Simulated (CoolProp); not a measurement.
Saturated liquid density (kg/m³) of R13: the reference equation beside estimates from Tc = 29.9 °C, pc = 3.973 MPa, ω = 0.175. Rackett uses Z = 0.29056 − 0.08775 ω.

Values from CoolProp's reference Helmholtz-energy equation of state, Platzer 1990. This equation is an older, rougher fit; its heat capacities, sound speeds and derivatives of the liquid may be far off and weren't checked against measurements.

```
T (°C)   reference  Rackett  van der Waals  Redlich-Kwong  Soave-Redlich-Kwong  Peng-Robinson
-------  ---------  -------  -------------  -------------  -------------------  -------------
-118.75       1656     1714           1074            [?]                 1611           1814
-115.75       1646     1704           1068           1584                 1602           1804
-112.75       1635     1693           1062            [?]                 1593           1794
-109.75       1624     1683           1056           1563                 1583           1784
-106.65       1613      [?]           1049           1552                 1573           1773
-103.65       1602     1661           1043           1541                 1563           1763
-100.65       1592     1650            [?]           1530                 1553           1752
-97.65         [?]     1639           1030           1519                 1543           1741
-94.55        1569      [?]           1023           1507                 1532            [?]
-91.55        1558     1616           1016           1495                 1521           1718
```

Question: What belongs in the gaps?

Answer: 
- -118.75, Redlich-Kwong: 1594
- -112.75, Redlich-Kwong: 1574
- -106.65, Rackett: 1672
- -100.65, van der Waals: 1036
- -97.65, reference: 1581
- -94.55, Rackett: 1627
- -94.55, Peng-Robinson: 1729

Absolute difference from the reference over all 10 rows, mean and median: Rackett 3.6 and 3.7 %, van der Waals 35.0 and 34.9 %, Redlich-Kwong 3.8 and 3.8 %, Soave-Redlich-Kwong 2.5 and 2.5 %, Peng-Robinson 9.9 and 10.0 %.
